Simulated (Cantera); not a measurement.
An isothermal, constant-pressure homogeneous reactor starts with NO : N2 = 1 : 0.64 (molar parts), at 1700 K and 1.20 bar. Integrator tolerance rtol = 1e-08.

Model: GRI-Mech 3.0 (53 species, 325 reactions), integrated in Cantera.

| quantity | before | after |
|---|---|---|
| x(NO) at 3.00 s | 0.431 (gas-phase equilibrium 0.00328) | 0.0119 (gas-phase equilibrium 0.0118) |
| x(O) at 3.00 s | 1.26e-5 (gas-phase equilibrium 2.26e-5) | 0.000817 (gas-phase equilibrium 0.000817) |
| x(N2O) at 3.00 s | 7.23e-5 (gas-phase equilibrium 1.97e-7) | 6.75e-7 (gas-phase equilibrium 6.74e-7) |
| x(O2) at 3.00 s | 0.0884 (gas-phase equilibrium 0.303) | 0.298 (gas-phase equilibrium 0.298) |
| x(N2) at 3.00 s | 0.479 (gas-phase equilibrium 0.693) | 0.689 (gas-phase equilibrium 0.689) |

### Question
What was changed between the two runs?
A. temperature 1700 to 2123 K
B. N2 0.64 to 1.3 parts
C. pressure from 1.20 bar to 0.140 bar
D. pressure from 1.20 bar to 0.0170 bar

### Answer
A, temperature 1700 to 2123 K
